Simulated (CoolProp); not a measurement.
Vapour-liquid equilibrium of o-xylene (1) + n-nonane (2) at 452 K; x and y are mole fractions of (1).

Computed with CoolProp (multi-fluid Helmholtz-energy mixture model, Zhou 2012 and Lemmon 2006; pair parameters Bell 2016).

| x | bubble pressure (MPa) | y at the bubble point | dew pressure at overall composition x (MPa) | liquid density (mol/L) |
|---|---|---|---|---|
| 0.05 | 0.2049 | 0.063 | 0.2043 | 4.622 |
| 0.125 | 0.2094 | ? | 0.2080 | 4.752 |
| 0.2 | 0.2137 | 0.237 | 0.2118 | 4.889 |
| 0.275 | 0.2175 | 0.318 | 0.2155 | 5.032 |
| 0.35 | 0.2211 | 0.394 | ? | ? |
| 0.425 | 0.2242 | ? | 0.2224 | 5.343 |
| 0.5 | ? | 0.536 | 0.2255 | 5.512 |
| 0.575 | 0.2292 | 0.604 | 0.2283 | ? |
| 0.65 | 0.2310 | 0.671 | ? | 5.878 |
| 0.725 | 0.2324 | 0.738 | 0.2322 | 6.077 |
| 0.8 | 0.2333 | 0.806 | 0.2333 | 6.289 |
| 0.875 | 0.2337 | 0.875 | 0.2337 | ? |
| 0.95 | 0.2334 | 0.949 | 0.2334 | 6.752 |

Task: What belongs in the gaps?

Result: 
- 0.125, y at the bubble point: 0.153
- 0.35, dew pressure at overall composition x (MPa): 0.2191
- 0.35, liquid density (mol/L): 5.184
- 0.425, y at the bubble point: 0.466
- 0.5, bubble pressure (MPa): 0.2269
- 0.575, liquid density (mol/L): 5.689
- 0.65, dew pressure at overall composition x (MPa): 0.2305
- 0.875, liquid density (mol/L): 6.513

y crosses x between x = 0.875 and 0.95: the model has an azeotrope there.

The pair parameters rest on a limited set of measurements; away from them the model extrapolates.
